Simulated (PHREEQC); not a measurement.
Copper plating or etch bath: speciation

A solution holds 0.0039 mol/kgw CuCl2, 8.7e-05 mol/kgw HNO3 and 0.039 mol/kgw NaCl, at 20 °C. Closed to the air; pH follows from the charge balance.

Equilibrium calculation in PHREEQC: ion-association model, wateq4f.dat.

Each row changes one thing in this solution. Precipitation was switched off in this run.

```json
[
 {"case": "as made", "pH": "4.13", "Cu+2 (mol/kgw)": "0.00372", "CuCl+ (mol/kgw)": "0.000176", "CuCl2 (mol/kgw)": "2.73e-6", "CuOH+ (mol/kgw)": "2.95e-7", "Cu2(OH)2+2 (mol/kgw)": "3.36e-8", "SI of Atacamite (Cu2(OH)3Cl)": "-2.10", "SI of Tenorite (CuO)": "-2.30"},
 {"case": "NaCl from 0.039 to 0.0429 mol/kgw", "pH": "4.13", "Cu+2 (mol/kgw)": "0.00371", "CuCl+ (mol/kgw)": "0.000186", "CuCl2 (mol/kgw)": "3.10e-6", "CuOH+ (mol/kgw)": "2.91e-7", "Cu2(OH)2+2 (mol/kgw)": "3.30e-8", "SI of Atacamite (Cu2(OH)3Cl)": "-2.09", "SI of Tenorite (CuO)": "-2.31"},
 {"case": "HNO3 replaced by Mg(NO3)2 at the same molality", "pH": "5.09", "Cu+2 (mol/kgw)": "0.00371", "CuCl+ (mol/kgw)": "0.000175", "CuCl2 (mol/kgw)": "2.72e-6", "CuOH+ (mol/kgw)": "2.71e-6", "Cu2(OH)2+2 (mol/kgw)": "2.83e-6", "SI of Atacamite (Cu2(OH)3Cl)": "+0.78", "SI of Tenorite (CuO)": "-0.37"},
 {"case": "HNO3 replaced by Ni(NO3)2 at the same molality", "pH": "5.09", "Cu+2 (mol/kgw)": "0.00371", "CuCl+ (mol/kgw)": "0.000175", "CuCl2 (mol/kgw)": "2.72e-6", "CuOH+ (mol/kgw)": "2.71e-6", "Cu2(OH)2+2 (mol/kgw)": "2.83e-6", "SI of Atacamite (Cu2(OH)3Cl)": "+0.78", "SI of Tenorite (CuO)": "-0.37"},
 {"case": "diluted 10-fold with water", "pH": "5.06", "Cu+2 (mol/kgw)": "0.000387", "CuCl+ (mol/kgw)": "2.83e-6", "CuCl2 (mol/kgw)": "5.78e-9", "CuOH+ (mol/kgw)": "3.59e-7", "Cu2(OH)2+2 (mol/kgw)": "3.96e-8", "SI of Atacamite (Cu2(OH)3Cl)": "-1.83", "SI of Tenorite (CuO)": "-1.23"}
]
```

Some of these states are supersaturated (in Atacamite, for instance).
